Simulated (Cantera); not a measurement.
A closed system holds: 1 mol CH4, 0.08 mol NH3, 2.6 mol H2, equilibrated at 1700 K and 34.0 Pa.

Method: chemical equilibrium by Gibbs-energy minimisation in Cantera with the NASA 1993 tables (ideal gas, pure condensed phases). Candidate condensed phases: C, C6H6, C7H8, C8H18; 92 gas species. The numbers say what is thermodynamically allowed, not how fast it happens.

Base state: H2 0.983, N2 0.00820, H 0.00792, HCN 0.000329, C2H2 (acetylene) 7.22e-5 (mole fractions); condensed: C(graphite).

Task: What changes in the equilibrium state with this change: NH3 from 0.08 to 0.02 mol?

Result: 
```json
[
 {"species": "H2", "before": "0.983", "after": "0.990"},
 {"species": "H", "before": "0.00792", "after": "0.00795"},
 {"species": "N2", "before": "0.00820", "after": "0.00206"},
 {"species": "HCN", "before": "0.000329", "after": "0.000165"},
 {"species": "C2H2 (acetylene)", "before": "7.22e-5", "after": "7.26e-5"},
 {"species": "C(graphite), mol", "before": "0.998", "after": "0.999"}
]
```
